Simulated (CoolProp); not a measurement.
Saturation properties of dimethyl carbonate (Tc = 283.9 °C, pc = 4.909 MPa, ω = 0.346).

Computed with CoolProp (reference Helmholtz-energy equation of state, Zhou 2011).

```tsv
T (°C)	p (MPa)	liquid density (kg/m³)	vapour density (kg/m³)	enthalpy of vaporisation (kJ/kg)	surface tension (mN/m)
170.75	0.7766	847.9	21.71	311.2	9.00
175.85	0.8594	838.9	24.02	306.3	8.44
181.05	0.9506	829.5	26.59	301.1	7.88
186.15	1.047	820.1	29.33	295.9	7.34
191.35	1.153	810.3	32.38	290.3	6.80
196.45	1.264	800.4	35.64	284.7	6.29
201.65	1.386	790.1	39.27	278.7	5.77
206.75	1.514	779.6	43.15	272.6	5.28
```

It boils at 90.1 °C under 1 atm.

Surface tension comes from a separate correlation (Mulero 2014).
